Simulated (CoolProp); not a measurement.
Methanol along the isobar 1.01 bar: Z from the reference equation and from simpler models built on Tc = 240.2 °C, pc = 82.16 bar, ω = 0.565; each cubic takes its own stable root.

Model: reference Helmholtz-energy equation of state, de Reuck 1993, in CoolProp.

```csv
T (°C),phase,reference,van der Waals,Soave-Redlich-Kwong,Peng-Robinson
-5.55,liquid,0.001785,0.9836,0.002325,0.002070
3.95,liquid,0.001743,0.9848,0.002266,0.002017
13.45,liquid,0.001704,0.9859,0.002213,0.001968
23.05,liquid,0.001667,0.9869,0.002163,0.001923
32.55,liquid,0.001634,0.9878,0.002119,0.001883
42.05,liquid,0.001603,0.9886,0.002080,0.001846
51.55,liquid,0.001575,0.9894,0.002044,0.001814
61.15,liquid,0.001549,0.9900,0.002013,0.001784
70.65,gas,0.9613,0.9906,0.9834,0.9828
80.15,gas,0.9717,0.9912,0.9847,0.9842
89.65,gas,0.9773,0.9917,0.9859,0.9854
99.25,gas,0.9809,0.9922,0.9871,0.9865
108.75,gas,0.9836,0.9926,0.9881,0.9875
118.25,gas,0.9857,0.9930,0.9890,0.9884
```

At some of these states van der Waals gives the other phase, because its saturation line lies elsewhere.
